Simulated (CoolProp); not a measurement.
Values from CoolProp's reference Helmholtz-energy equation of state, Thol 2022.

### Question
Give the vapour pressure (MPa), liquid density (kg/m³), vapour density (kg/m³), enthalpy of vaporisation (kJ/kg) of saturated vinyl chloride at 242.2, 250.6, 275.7 K.

### Answer
```csv
T (K),p (MPa),liquid density (kg/m³),vapour density (kg/m³),enthalpy of vaporisation (kJ/kg)
242.2,0.0475,1000,1.50,369
250.6,0.0700,985,2.15,362
275.7,0.190,941,5.43,342
```
